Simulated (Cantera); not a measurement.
A perfectly stirred reactor is fed with C3H8 : H2 = 1 : 9.4 (molar parts), at 195 Torr; it is held at 1950 K, and followed from long to short residence time.

Detailed kinetics in Cantera: GRI-Mech 3.0 (53 species, 325 reactions). GRI-Mech 3.0 was tuned for natural gas; its chemistry of propane as a main component is partial and can be far from experiment. GRI-Mech 3.0 stops at C3 and has no aromatics, soot or wall deposition, so with more carbon than oxygen in the feed, carbon stays in small species such as C2H2 where larger ones or solid carbon would form.

Task: What does this change do: pressure from 195 Torr to 503 Torr?

Result: 
| quantity | before | after |
|---|---|---|
| x(C3H8) at τ = 26.0 s | 1.17e-8 | 6.95e-9 |
| x(H2) at τ = 26.0 s | 0.885 | 0.884 |
| x(C2H6) at τ = 26.0 s | 4.09e-8 | 2.22e-7 |
| x(CH4) at τ = 26.0 s | 0.00171 | 0.00390 |
| x(C2H4) at τ = 26.0 s | 0.000228 | 0.000580 |
| x(C3H8) at τ = 0.170 s | 1.78e-6 | 1.06e-6 |
| x(H2) at τ = 0.170 s | 0.880 | 0.881 |
| x(C2H6) at τ = 0.170 s | 1.18e-6 | 1.17e-6 |
| x(CH4) at τ = 0.170 s | 0.00982 | 0.00981 |
| x(C2H4) at τ = 0.170 s | 0.000256 | 0.000589 |

Task: What does this change do: pressure from 195 Torr to 100.0 Torr?

Result: 
```csv
quantity,before,after
x(C3H8) at τ = 26.0 s,1.17e-8,1.69e-8
x(H2) at τ = 26.0 s,0.885,0.884
x(C2H6) at τ = 26.0 s,4.09e-8,1.76e-8
x(CH4) at τ = 26.0 s,0.00171,0.00115
x(C2H4) at τ = 26.0 s,0.000228,0.000117
x(C3H8) at τ = 0.170 s,1.78e-6,2.59e-6
x(H2) at τ = 0.170 s,0.880,0.879
x(C2H6) at τ = 0.170 s,1.18e-6,1.31e-6
x(CH4) at τ = 0.170 s,0.00982,0.0102
x(C2H4) at τ = 0.170 s,0.000256,0.000162
```

Task: What does this change do: temperature 1950 to 1275 K?

Result: 
```csv
quantity,before,after
x(C3H8) at τ = 26.0 s,1.17e-8,3.49e-5
x(H2) at τ = 26.0 s,0.885,0.794
x(C2H6) at τ = 26.0 s,4.09e-8,0.000348
x(CH4) at τ = 26.0 s,0.00171,0.149
x(C2H4) at τ = 26.0 s,0.000228,0.0261
x(C3H8) at τ = 0.170 s,1.78e-6,0.00138
x(H2) at τ = 0.170 s,0.880,0.823
x(C2H6) at τ = 0.170 s,1.18e-6,0.000759
x(CH4) at τ = 0.170 s,0.00982,0.0974
x(C2H4) at τ = 0.170 s,0.000256,0.0511
```
